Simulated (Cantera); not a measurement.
Input: 1 mol Ca(OH)₂, 0.025 mol C, 0.47 mol O₂, at 158 Torr.

Equilibrium computed with Cantera from the NASA thermochemical tables; the gas is ideal and each condensed phase is pure. Candidate condensed phases: C, C₆H₆, C₇H₈, C₈H₁₈, Ca, CaCO₃, CaO, Ca(OH)₂, H₂O; 115 gas species. Kinetics and transport are ignored.

x: gas mole fraction; n: condensed amount in mol.

| T (K) | x H₂O | x O₂ | x CO₂ | x OH | n CaCO₃(calcite) | n CaO(s) |
|---|---|---|---|---|---|---|
| 850 | 0.687 | 0.306 | 0.00683 | ___ | 0.0151 | 0.985 |
| 900 | 0.680 | 0.303 | 0.0170 | ___ | 0 | 1.00 |
| 950 | 0.680 | 0.303 | 0.0170 | ___ | 0 | 1.00 |
| 1000 | 0.680 | 0.303 | 0.0170 | ___ | 0 | 1.00 |
| 1050 | 0.680 | 0.303 | 0.0170 | ___ | 0 | 1.00 |
| 1100 | 0.680 | 0.303 | 0.0170 | ___ | 0 | 1.00 |
| 1150 | 0.680 | 0.303 | 0.0170 | ___ | 0 | 1.00 |
| 1200 | 0.680 | 0.303 | 0.0170 | ___ | 0 | 1.00 |
| 1250 | 0.680 | 0.303 | 0.0170 | ___ | 0 | 1.00 |
| 1300 | 0.680 | 0.303 | 0.0170 | ___ | 0 | 1.00 |
| 1350 | 0.680 | 0.303 | 0.0170 | ___ | 0 | 1.00 |
| 1400 | 0.680 | 0.303 | 0.0170 | ___ | 0 | 1.00 |
| 1450 | 0.680 | 0.303 | 0.0170 | ___ | 0 | 1.00 |
| 1500 | 0.680 | 0.303 | 0.0170 | ___ | 0 | 1.000 |

What belongs in the gaps?


- 850, x OH: 1.56e-8
- 900, x OH: 5.54e-8
- 950, x OH: 1.74e-7
- 1000, x OH: 4.85e-7
- 1050, x OH: 1.23e-6
- 1100, x OH: 2.87e-6
- 1150, x OH: 6.22e-6
- 1200, x OH: 1.26e-5
- 1250, x OH: 2.43e-5
- 1300, x OH: 4.43e-5
- 1350, x OH: 7.74e-5
- 1400, x OH: 0.000130
- 1450, x OH: 0.000210
- 1500, x OH: 0.000330
